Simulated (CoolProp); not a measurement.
Vapour-liquid equilibrium of R134a (1) + isobutane (2) at 328 K; x and y are mole fractions of (1).

Model: multi-fluid Helmholtz-energy mixture model, Tillner-Roth 1994 and Bücker 2006; pair parameters Bell 2016, in CoolProp.

| x | bubble pressure, mixture model (MPa) | bubble pressure, Raoult's law (MPa) | y, mixture model | y, Raoult's law |
|---|---|---|---|---|
| 0.05 | 0.9343 | 0.8060 | 0.182 | 0.092 |
| 0.125 | 1.127 | 0.8597 | 0.337 | 0.216 |
| 0.2 | … | 0.9134 | 0.430 | 0.325 |
| 0.275 | 1.376 | 0.9671 | 0.494 | 0.423 |
| 0.35 | … | 1.021 | … | 0.510 |
| 0.425 | 1.516 | 1.074 | 0.582 | 0.588 |
| 0.5 | … | 1.128 | … | 0.659 |
| 0.575 | 1.598 | 1.182 | 0.654 | 0.723 |
| 0.65 | 1.622 | 1.236 | 0.692 | 0.782 |
| 0.725 | 1.634 | 1.289 | 0.733 | 0.836 |
| 0.8 | 1.630 | 1.343 | 0.782 | 0.885 |
| 0.875 | 1.604 | 1.397 | … | 0.931 |
| 0.95 | … | 1.450 | 0.926 | 0.973 |

Some entries are withheld; supply them.


- 0.2, bubble pressure, mixture model (MPa): 1.270
- 0.35, bubble pressure, mixture model (MPa): 1.456
- 0.35, y, mixture model: 0.542
- 0.5, bubble pressure, mixture model (MPa): 1.563
- 0.5, y, mixture model: 0.619
- 0.875, y, mixture model: 0.844
- 0.95, bubble pressure, mixture model (MPa): 1.548

The largest gap from Raoult's law is +42.6 % in bubble pressure, at x = 0.35. y crosses x between x = 0.725 and 0.8: the model has an azeotrope there.

Pair parameters are fitted to limited data, so mixtures are less certain than the pure fluids.
